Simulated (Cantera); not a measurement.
What does this Cantera script print?

```python
import numpy as np
import cantera as ct

surf = ct.Interface("diamond.yaml", "diamond_100")
gas, bulk = surf.adjacent["gas"], surf.adjacent["diamond"]
k = surf.kinetics_species_index(bulk.species_names[0])
cover = ["c6HH", "c6H*", "c6*H", "c6**", "c6HM", "c6B"]

rows, drift = [], 0.0
print(f"{'P':>10s}{'um/h':>11s}" + "".join(f"{s:>11s}" for s in cover))
for v in [560, 950, 1600, 2800, 4700, 8000, 14000, 23000]:
    T, P, xH, xCH3 = 1275, v, 0.0027, 2.5e-05
    gas.TPX = T, P, {"H": xH, "CH3": xCH3, "CH4": 0.0031, "H2": 1 - xH - xCH3 - 0.0031}
    surf.TP = bulk.TP = T, P
    surf.coverages = "c6H*:0.1, c6HH:0.9"
    surf.advance_coverages(100.0)
    before = surf.coverages
    surf.advance_coverages(100.0)
    drift = max(drift, np.max(np.abs(surf.coverages - before) / (surf.coverages + 1e-9)))
    rate = surf.net_production_rates[k] * bulk.mean_molecular_weight / bulk.density * 3.6e9
    rows.append([rate, *surf[cover].coverages])
    print(f"{v:10.4g}{rate:11.4e}" + "".join(f"{x:11.3e}" for x in rows[-1][1:]))
```

Output:

```
         P       um/h       c6HH       c6H*       c6*H       c6**       c6HM        c6B
       560 1.3026e-02  4.067e-01  4.586e-02  5.113e-01  3.597e-02  9.961e-06  3.535e-11
       950 2.5098e-02  4.068e-01  4.586e-02  5.113e-01  3.596e-02  1.733e-05  6.810e-11
      1600 4.7506e-02  4.068e-01  4.586e-02  5.113e-01  3.596e-02  2.955e-05  1.289e-10
      2800 9.5521e-02  4.068e-01  4.586e-02  5.112e-01  3.595e-02  5.172e-05  2.592e-10
      4700 1.8805e-01  4.067e-01  4.587e-02  5.112e-01  3.595e-02  8.572e-05  5.103e-10
      8000 3.9341e-01  4.067e-01  4.588e-02  5.111e-01  3.595e-02  1.417e-04  1.068e-09
   1.4e+04 8.9627e-01  4.066e-01  4.591e-02  5.110e-01  3.595e-02  2.343e-04  2.432e-09
   2.3e+04 1.9132e+00  4.066e-01  4.595e-02  5.108e-01  3.596e-02  3.550e-04  5.192e-09
```

Computed with Cantera and the Harris–Goodwin 1993 mechanism for the reconstructed diamond (100) surface.
